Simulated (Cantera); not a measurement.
Cantera with NASA thermochemical tables; ideal gases at 1 bar, condensed phases pure. Values are per mole of reaction as written; species without (g) are pure solids or liquids, kept so even where they would boil at 1 bar.

CaO = Ca + O(g)

| T (K) | ΔH° (kJ) | ΔS° (J/K) | ΔG° (kJ) | log10 K |
|---|---|---|---|---|
| 1225 | 894.7 | 176.2 | 678.8 | -28.95 |
| 1250 | 894.8 | 176.3 | 674.4 | -28.18 |
| 1275 | … | … | … | … |
| 1300 | 895.0 | 176.5 | 665.6 | -26.74 |
| 1325 | … | … | … | … |
| 1350 | … | … | … | … |
| 1375 | 895.3 | 176.7 | 652.4 | -24.78 |

Q: Fill in the missing entries.

A: 
- 1275, ΔH° (kJ): 894.9
- 1275, ΔS° (J/K): 176.4
- 1275, ΔG° (kJ): 670.0
- 1275, log10 K: -27.45
- 1325, ΔH° (kJ): 895.1
- 1325, ΔS° (J/K): 176.5
- 1325, ΔG° (kJ): 661.2
- 1325, log10 K: -26.07
- 1350, ΔH° (kJ): 895.2
- 1350, ΔS° (J/K): 176.6
- 1350, ΔG° (kJ): 656.8
- 1350, log10 K: -25.41
